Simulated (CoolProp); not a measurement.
Vapour-liquid equilibrium of hydrogen chloride (1) + n-hexane (2) at 289 K; x and y are mole fractions of (1).

Computed with CoolProp (multi-fluid Helmholtz-energy mixture model, Thol 2018 and Thol 2019; pair parameters Bell 2016).

```tsv
x	bubble pressure (MPa)	y at the bubble point	dew pressure at overall composition x (MPa)	liquid density (mol/L)
0.05	[?]	0.954	0.01406	[?]
0.15	0.8364	0.981	0.01573	8.722
0.25	[?]	0.987	0.01784	9.532
0.35	1.592	0.989	0.02060	10.47
0.45	1.859	0.990	0.02437	11.57
0.55	2.098	0.991	0.02982	12.87
0.65	2.348	[?]	0.03839	14.43
0.75	2.647	0.994	0.05389	16.35
0.85	3.033	0.996	[?]	[?]
0.95	3.539	0.998	[?]	21.76
```

**Question.** What belongs in the gaps?

**Answer.** 
- 0.05, bubble pressure (MPa): 0.3094
- 0.05, liquid density (mol/L): 8.015
- 0.25, bubble pressure (MPa): 1.261
- 0.65, y at the bubble point: 0.992
- 0.85, dew pressure at overall composition x (MPa): 0.09042
- 0.85, liquid density (mol/L): 18.74
- 0.95, dew pressure at overall composition x (MPa): 0.2813

No azeotrope shows between x = 0.05 and 0.95.

Pair parameters are fitted to limited data, so mixtures are less certain than the pure fluids. The gap from Raoult's law changes sign with composition, which may be real or a fault of the pair parameters; it wasn't checked against measurements. With so large a gap from Raoult's law the liquid may split in two, which this calculation doesn't test in full.
